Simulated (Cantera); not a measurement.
A closed system holds: 1 mol TiO2, 0.26 mol MgCl2, 1.6 mol O2, equilibrated at 898.15 K and 1430 Torr.

Cantera equilibrium calculation (NASA polynomials, part measured and part estimated; ideal gas, pure solids and liquids). Candidate condensed phases: Mg, MgCl2, MgO, MgTiO3, MgTi2O5, Mg2TiO4, Ti, TiCl2, TiCl3, TiCl4, TiO, TiO2, Ti2O3, Ti3O5, Ti4O7; 20 gas species. Condensed phases not in the tables: TiOCl, alloys, solid solutions and most ternary compounds. The numbers say what is thermodynamically allowed, not how fast it happens.

Base state: O2 0.850, Cl2 0.150, Cl 2.01e-5 (mole fractions); condensed: MgTi2O5(s) + TiO2(rutile).

Q: What changes in the equilibrium state with this change: MgCl2 from 0.26 to 0.14 mol?

A: 
| species | before | after |
|---|---|---|
| O2 | 0.850 | 0.916 |
| Cl2 | 0.150 | 0.0838 |
| Cl | 2.01e-5 | 1.50e-5 |
| MgTi2O5(s), mol | 0.260 | 0.140 |
| TiO2(rutile), mol | 0.480 | 0.720 |
